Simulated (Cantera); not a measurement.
An adiabatic, constant-pressure homogeneous reactor starts with 5.41 % CH4, 1.57 % H2, 9.69 % O2, 83.3 % N2, equivalence ratio 1.2, at 1373 K and 18.0 bar.

Computed with Cantera and GRI-Mech 3.0 (53 species, 325 reactions). The pressure lies above the range GRI-Mech 3.0 was tuned for (to about 10 atm).

One state of this run: T (K) = 1387; x CH4 = 0.0521; x H2 = 0.0153; x O2 = 0.0953; x NO = 1.12e-11; x N2O = 6.77e-9; x C2H6 = 0.000378; x CO2 = 6.01e-6. x: mole fraction; the columns are a selection and need not sum to one.

Question: Which value of t (s) does it belong to?
A) 3.03e-5
B) 0.0312
C) 9.62e-5
D) 0.000306

Answer: C, 9.62e-5
